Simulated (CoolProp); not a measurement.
Saturated liquid density (kg/m³) of carbon monoxide: the reference equation beside estimates from Tc = 132.9 K, pc = 3.498 MPa, ω = 0.050. Rackett uses Z = 0.29056 − 0.08775 ω.

Computed with CoolProp (reference Helmholtz-energy equation of state, Lemmon 2006). It is a short technical equation, of lower accuracy than the large ones.

```json
[
 {"T (K)": "97.8", "reference": "?", "Rackett": "728.8", "Soave-Redlich-Kwong": "?"},
 {"T (K)": "102", "reference": "694.6", "Rackett": "706.8", "Soave-Redlich-Kwong": "?"},
 {"T (K)": "106.1", "reference": "671.3", "Rackett": "683.9", "Soave-Redlich-Kwong": "648.9"},
 {"T (K)": "110.2", "reference": "?", "Rackett": "?", "Soave-Redlich-Kwong": "617.6"},
 {"T (K)": "114.4", "reference": "617.9", "Rackett": "631.5", "Soave-Redlich-Kwong": "582.2"},
 {"T (K)": "118.5", "reference": "587.0", "Rackett": "601.2", "Soave-Redlich-Kwong": "543.2"},
 {"T (K)": "122.6", "reference": "?", "Rackett": "565.8", "Soave-Redlich-Kwong": "498.0"},
 {"T (K)": "126.8", "reference": "?", "Rackett": "520.2", "Soave-Redlich-Kwong": "441.4"}
]
```

Task: What belongs in the gaps?

Result: 
- 97.8, reference: 716.9
- 97.8, Soave-Redlich-Kwong: 704.3
- 102, Soave-Redlich-Kwong: 677.4
- 110.2, reference: 646.2
- 110.2, Rackett: 659.3
- 122.6, reference: 551.1
- 126.8, reference: 505.3

Absolute difference from the reference over all 8 rows, mean and median: Rackett 2.2 and 2.1 %, Soave-Redlich-Kwong 5.9 and 5.1 %.
